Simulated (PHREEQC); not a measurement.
Solution (6.1 °C): 11 mmol/kgw KF, 0.012 mmol/kgw H2S and 30 mmol/kgw H2SO4. It is in equilibrium with CO2 at log p = -2 (atm). Otherwise closed; pH follows from the charge balance.

Computed with PHREEQC (ion-association model, phreeqc.dat).

Each row changes one thing in this solution. No solid was allowed to form.

```tsv
case	pH	ionic strength (mol/kgw)	K+ (mol/kgw)	HCO3- (mol/kgw)	(CO2)2 (mol/kgw)	HS- (mol/kgw)
as made	1.54	0.0592	0.0107	8.08e-9	3.44e-9	3.03e-11
H2SO4 from 0.03 to 0.003 mol/kgw	3.07	0.0146	0.0109	2.54e-7	3.47e-9	9.29e-10
KF replaced by KOH at the same molality	1.54	0.0589	0.0107	8.16e-9	3.44e-9	3.06e-11
H2SO4 left out	5.38	0.0110	0.0110	5.08e-5	3.48e-9	1.82e-7
KF from 0.011 to 0.0055 mol/kgw	1.49	0.0572	0.00534	7.16e-9	3.44e-9	2.68e-11
H2SO4 replaced by K2SO4 at the same molality	5.33	0.0943	0.0676	5.23e-5	3.41e-9	1.96e-7
temperature from 6.1 to 75 °C	1.67	0.0417	0.0106	3.59e-9	1.13e-9	1.94e-10
```

At this temperature some constants are extrapolated from 25 °C, and those without enthalpy data are left unchanged.
